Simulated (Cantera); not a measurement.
Feed: 1 mol CHF3, 0.086 mol H2, equilibrated at 1202 °C.

Equilibrium computed with Cantera from the NASA thermochemical tables; the gas is ideal and each condensed phase is pure. Candidate condensed phases: C, C6H6, C7H8, C8H18; 95 gas species. Gases not in the tables: C2F6 and larger saturated fluorocarbons. Equilibrium is a limit: real reactors are often held back by kinetics, nucleation or transport.

x: gas mole fraction; n: condensed amount in mol.

```tsv
P (Pa)	x HF	x CF4	x F	x CF2	n C(graphite)
1	0.715	0.275	0.00522	0.00485	0.541
10	0.718	0.279	?	?	0.542
100	0.719	0.280	0.000166	0.000489	0.543
1000	0.719	0.280	?	?	0.543
10000	0.719	0.280	5.25e-6	4.90e-5	0.543
100000	0.719	0.281	9.34e-7	1.55e-5	0.543
```

Question: Fill in the missing entries.

Answer: 
- 10, x F: 0.000932
- 10, x CF2: 0.00154
- 1000, x F: 2.95e-5
- 1000, x CF2: 0.000155
